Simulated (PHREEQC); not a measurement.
Solution (25 °C and 500 atm): 0.0098 mol AlCl3 and 0.0002 mol LiF per kg of water. Closed to the air; pH follows from the charge balance.

Computed with PHREEQC (ion-association model, phreeqc.dat).

Task: The ionic strength comes out as 0.0579 mol/kgw. What activity coefficients do Cl-, AlF+2, Li+, Al+3, AlOH+2 get?

Result: Cl- 0.81, AlF+2 0.46, Li+ 0.83, Al+3 0.23, AlOH+2 0.46.

No solid was allowed to form. Saturation is exceeded, for instance for Gibbsite (slow to form); the values hold only as long as no solid forms. Species that the database lacks are ignored. Under pressure, the constants of complexes without a molar volume in the database are unreliable. Fluoro complexes past AlF4- and FeF3 are missing from the database.
